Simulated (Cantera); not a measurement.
An isothermal, constant-pressure homogeneous reactor starts with 84.0 % NO, 16.0 % N₂, at 2150 K and 101000 Pa.

Detailed kinetics in Cantera: GRI-Mech 3.0 (53 species, 325 reactions).

x: mole fraction; the columns are a selection and need not sum to one.

```tsv
t (s)	x NO	x O	x N₂O	x O₂	x N₂	x NO₂
0.000100	0.840	(withheld)	0.000171	3.09e-5	0.160	0.000129
0.000305	0.839	(withheld)	0.000307	0.000386	0.160	0.000291
0.000931	0.835	(withheld)	0.000349	0.00215	0.162	0.000335
0.00284	0.824	(withheld)	0.000338	0.00774	0.168	0.000374
0.00867	0.789	(withheld)	0.000305	0.0247	0.185	0.000463
0.0265	0.690	(withheld)	0.000225	0.0744	0.235	0.000600
0.0807	0.453	(withheld)	9.18e-5	0.193	0.353	0.000603
0.246	0.148	0.00115	9.72e-6	0.345	0.506	0.000260
0.752	0.0270	0.00124	8.64e-7	0.406	0.566	5.16e-5
2.29	0.0137	0.00125	6.47e-7	0.412	0.573	2.63e-5
7.00	0.0135	0.00125	6.45e-7	0.413	0.573	2.59e-5
```

### Question
What belongs in the gaps?

### Answer

- 0.000100, x O: 0.000131
- 0.000305, x O: 0.000262
- 0.000931, x O: 0.000299
- 0.00284, x O: 0.000332
- 0.00867, x O: 0.000417
- 0.0265, x O: 0.000596
- 0.0807, x O: 0.000886
